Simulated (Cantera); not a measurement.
A perfectly stirred reactor is fed with CH₄ : O₂ : N₂ = 0.0059 : 0.048 : 1 (molar parts), at 1000000 Pa; it is held at 1125 K, and followed from long to short residence time.

Model: GRI-Mech 3.0 (53 species, 325 reactions), integrated in Cantera.

Q: What does this change do: 0.03 parts H2 added?

A: 
```csv
quantity,before,after
x(CH₄) at τ = 0.400 s,0.000242,0.000164
x(O₂) at τ = 0.400 s,0.0354,0.0210
x(CO) at τ = 0.400 s,0.00112,0.000744
x(H₂O₂) at τ = 0.400 s,6.67e-7,2.71e-6
x(C₂H₂) at τ = 0.400 s,7.41e-8,1.16e-8
x(CH₄) at τ = 60.0 ms,0.000765,0.000534
x(O₂) at τ = 60.0 ms,0.0371,0.0233
x(CO) at τ = 60.0 ms,0.00224,0.00177
x(H₂O₂) at τ = 60.0 ms,3.37e-6,1.42e-5
x(C₂H₂) at τ = 60.0 ms,2.52e-7,2.76e-8
```
The temperature is held fixed by assumption; the heat of reaction is taken as removed at once.

Q: What does this change do: temperature 1125 to 1175 K?

A: 
| quantity | before | after |
|---|---|---|
| x(CH₄) at τ = 0.400 s | 0.000242 | 0.000129 |
| x(O₂) at τ = 0.400 s | 0.0354 | 0.0350 |
| x(CO) at τ = 0.400 s | 0.00112 | 0.000744 |
| x(H₂O₂) at τ = 0.400 s | 6.67e-7 | 2.52e-7 |
| x(C₂H₂) at τ = 0.400 s | 7.41e-8 | 4.55e-8 |
| x(CH₄) at τ = 60.0 ms | 0.000765 | 0.000419 |
| x(O₂) at τ = 60.0 ms | 0.0371 | 0.0361 |
| x(CO) at τ = 60.0 ms | 0.00224 | 0.00178 |
| x(H₂O₂) at τ = 60.0 ms | 3.37e-6 | 1.39e-6 |
| x(C₂H₂) at τ = 60.0 ms | 2.52e-7 | 1.48e-7 |
